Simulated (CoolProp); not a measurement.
Properties of methane along the isotherm 212.2 K.

Model: reference Helmholtz-energy equation of state, Setzmann 1991, in CoolProp.

```csv
p (bar),phase,cv (kJ/(kg K)),isothermal compressibility (1/MPa)
1.45,gas,1.583,6.950
2.99,gas,1.588,3.399
6.13,gas,1.598,1.688
12.6,gas,1.621,0.8551
25.9,gas,1.678,0.4610
53.1,supercritical,1.847,0.3213
109,supercritical,1.883,0.05471
224,supercritical,1.844,0.01073
460,supercritical,1.886,0.004023
```
